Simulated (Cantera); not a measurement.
Input: 1 mol C3H6, 0.013 mol O2, at 100000 Pa.

Method: chemical equilibrium by Gibbs-energy minimisation in Cantera with the NASA 1993 tables (ideal gas, pure condensed phases). Candidate condensed phases: C, C6H6, C7H8, C8H18, H2O; 110 gas species. Rates play no part. All values below are at 1473 K.

Base state: H2 0.988, CO 0.00860, CH4 0.00287, H2O 1.78e-5, H 1.26e-5 (mole fractions); condensed: C(graphite).

Problem. What changes in the equilibrium state with this change: C3H6 replaced by C?

Solution. 
| species | before | after |
|---|---|---|
| CO | 0.00860 | 0.999 |
| CO2 | 6.26e-8 | 0.000845 |
| H2 | 0.988 | 0 |
| CH4 | 0.00287 | 0 |
| H2O | 1.78e-5 | 0 |
| H | 1.26e-5 | 0 |
| C(graphite), mol | 2.97 | 0.974 |
